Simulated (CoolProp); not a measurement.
Properties of C2F6 (R116) along the isobar 0.101 MPa (Tc = 293.0 K, pc = 3.048 MPa, ω = 0.257).

Model: reference Helmholtz-energy equation of state, Lemmon 2006, in CoolProp. It is a short technical equation, of lower accuracy than the large ones.

| T (K) | phase | conductivity (mW/(m K)) | Prandtl number | fugacity coefficient |
|---|---|---|---|---|
| 281.9 | gas | 13.6 | 0.740 | 0.9875 |
| 292.1 | gas | 14.3 | 0.740 | 0.9889 |
| 302.3 | gas | 15.1 | 0.741 | 0.9901 |
| 312.6 | gas | 15.9 | 0.741 | 0.9912 |
| 322.8 | gas | 16.7 | 0.742 | 0.9921 |
| 333 | gas | 17.5 | 0.742 | 0.9929 |
| 343.3 | gas | 18.3 | 0.743 | 0.9937 |
| 353.5 | gas | 19.1 | 0.743 | 0.9943 |

Viscosity comes from a separate model (Huber 2003), an estimate that may be off by 10 % or more. Thermal conductivity comes from a separate model (Huber 2003), an estimate that may be off by 10 % or more.
